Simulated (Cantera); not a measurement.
# Equilibrium for abatement and gas-phase synthesis: SO2 + O2

A closed system holds: 1 mol SO2, a varied amount of O2, held at 773 K and 1.00 bar.

Method: chemical equilibrium by Gibbs-energy minimisation in Cantera with the NASA 1993 tables (ideal gas, pure condensed phases). Candidate condensed phases: S; 10 gas species. Kinetics and transport are ignored.

From 0.03 mol O2 to 0.49 mol O2 nothing is condensed.

```
n(O2) (mol)  log p SO2  log p SO3  log p O2
-----------  ---------  ---------  --------
0.03             -0.03      -1.22     -5.91
0.076            -0.07      -0.82     -5.02
0.12             -0.12      -0.62     -4.52
0.17             -0.18      -0.47     -4.10
0.21             -0.24      -0.38     -3.80
0.26             -0.32      -0.28     -3.46
0.3              -0.40      -0.22     -3.18
0.35             -0.52      -0.16     -2.80
0.4              -0.68      -0.10     -2.37
0.44             -0.85      -0.07     -1.96
0.49             -1.07      -0.05     -1.49
```
log p: log10 of the partial pressure in bar; nothing condenses.
